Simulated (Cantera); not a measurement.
An isothermal, constant-pressure homogeneous reactor starts with CH₄ : N₂ = 1 : 14 (molar parts), at 1650 K and 13000 Pa. Integrator tolerance rtol = 1e-08.

Detailed kinetics in Cantera: GRI-Mech 3.0 (53 species, 325 reactions). GRI-Mech 3.0 stops at C3 and has no aromatics, soot or wall deposition, so with more carbon than oxygen in the feed, carbon stays in small species such as C2H2 where larger ones or solid carbon would form.

Q: What does this change do: 0.021 parts H2O added?

A: 
```csv
quantity,before,after
x(CH₄) at 10.0 s,0.000306 (gas-phase equilibrium 6.53e-5),0.000473 (gas-phase equilibrium 6.59e-5)
x(HCN) at 10.0 s,2.92e-6 (gas-phase equilibrium 0.0463),3.29e-6 (gas-phase equilibrium 0.0454)
x(CH₂) at 10.0 s,4.18e-9 (gas-phase equilibrium 8.96e-10),6.56e-9 (gas-phase equilibrium 8.88e-10)
x(C₂H) at 10.0 s,1.12e-7 (gas-phase equilibrium 2.92e-8),1.10e-7 (gas-phase equilibrium 2.79e-8)
x(CH₃) at 10.0 s,5.14e-6 (gas-phase equilibrium 1.10e-6),7.94e-6 (gas-phase equilibrium 1.10e-6)
```

Q: What does this change do: pressure from 13000 Pa to 1330 Pa?

A: 
```
quantity                                            before                                     after
----------------  ----------------------------------------  ----------------------------------------
x(CH₄) at 10.0 s  0.000306 (gas-phase equilibrium 6.53e-5)  0.000575 (gas-phase equilibrium 6.70e-6)
x(HCN) at 10.0 s    2.92e-6 (gas-phase equilibrium 0.0463)    7.36e-6 (gas-phase equilibrium 0.0463)
x(CH₂) at 10.0 s  4.18e-9 (gas-phase equilibrium 8.96e-10)  6.24e-8 (gas-phase equilibrium 8.97e-10)
x(C₂H) at 10.0 s   1.12e-7 (gas-phase equilibrium 2.92e-8)   3.17e-7 (gas-phase equilibrium 9.15e-8)
x(CH₃) at 10.0 s   5.14e-6 (gas-phase equilibrium 1.10e-6)   2.74e-5 (gas-phase equilibrium 3.52e-7)
```
Radical loss at walls, strong at low pressure, is not modelled.
